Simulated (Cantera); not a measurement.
Charge: 1 mol SiHCl₃, 34 mol N₂, equilibrated at 877 °C and 10.0 Torr.

Method: chemical equilibrium by Gibbs-energy minimisation in Cantera with the NASA 1993 tables (ideal gas, pure condensed phases). Candidate condensed phases: NH₄Cl, Si, Si₃N₄; 28 gas species. N₂ is the only nitrogen source here; it is nearly inert below about 1500 K, so the nitride shown seldom forms there in practice. The tables' values for SiCl₃ are old estimates; treat these amounts as uncertain. The numbers say what is thermodynamically allowed, not how fast it happens.

Base state: N₂ 0.958, HCl 0.0261, SiCl₄ 0.0145, H₂ 0.00118, SiCl₃ 0.000312, SiCl₂ 7.34e-5, SiHCl₃ 1.34e-5 (mole fractions); condensed: Si₃N₄(s).

Question: What changes in the equilibrium state with this change: SiHCl₃ replaced by trisilylamine?

Answer: 
| species | before | after |
|---|---|---|
| N₂ | 0.958 | 0.878 |
| H₂ | 0.00118 | 0.122 |
| HCl | 0.0261 | 0 |
| SiCl₄ | 0.0145 | 0 |
| SiCl₃ | 0.000312 | 0 |
| SiCl₂ | 7.34e-5 | 0 |
| Si₃N₄(s), mol | 0.158 | 1.00 |
The feed counts by its element totals alone.

Question: What changes in the equilibrium state with this change: pressure from 10.0 Torr to 750 Torr?

Answer: 
| species | before | after |
|---|---|---|
| N₂ | 0.958 | 0.958 |
| HCl | 0.0261 | 0.0243 |
| SiCl₄ | 0.0145 | 0.0152 |
| H₂ | 0.00118 | 0.00206 |
| SiCl₂ | 7.34e-5 | 2.06e-6 |
| SiCl₃ | 0.000312 | 5.34e-5 |
| SiHCl₃ | 1.34e-5 | 2.62e-5 |
| Si₃N₄(s), mol | 0.158 | 0.154 |
